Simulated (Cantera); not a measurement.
Charge: 1 mol AlN, 0.29 mol H₂O, 0.29 mol N₂, held at 0.630 bar.

Equilibrium computed with Cantera from the NASA thermochemical tables; the gas is ideal and each condensed phase is pure. Candidate condensed phases: Al, AlN, Al₂O₃, H₂O; 35 gas species. Mutual solubility and eutectic melting of coexisting phases are not modelled. The numbers say what is thermodynamically allowed, not how fast it happens.

Over these rows the condensed part is AlN(s) + Al₂O₃(s). Partial pressures as log10 of bar:

```csv
T (K),1000/T (1/K),log p H₂O,log p N₂,log p H₂
1173,0.8525,-6.24,-0.44,-0.57
1273,0.7855,-5.91,-0.44,-0.57
1373,0.7283,-5.63,-0.44,-0.57
1473,0.6789,?,-0.44,-0.57
1573,0.6357,-5.18,-0.44,-0.57
1673,0.5977,-4.99,-0.44,-0.57
```

Problem. Fit log p(H₂O) = a + b·(1000/T) to the five rows, give the apparent enthalpy, and predict the row at 1473 K.

Solution. Means: 1000/T = 0.7199, log p = -5.590. Sxy = -0.215360, Sxx = 0.0439792, so b = -4.90 and a = -5.590 − (-4.90)×0.7199 = -2.06.
Apparent enthalpy: −19.145 × (-4.90) = 94 kJ/mol. With the condensed phases at unit activity, 1/3 Al₂O₃(s) + 1/3 N₂(g) + H₂(g) = H₂O(g) + 2/3 AlN(s) links this pressure to the main gases: over the six rows their terms move log p by +0.00 in all, so the slope is close to that reaction's ΔH°. The five rows lie within 0.01 of the line.
Prediction at 1473 K: -2.06 + (-4.90)×0.6789 = -5.39. The computed value is -5.39, 0.00 from the line.
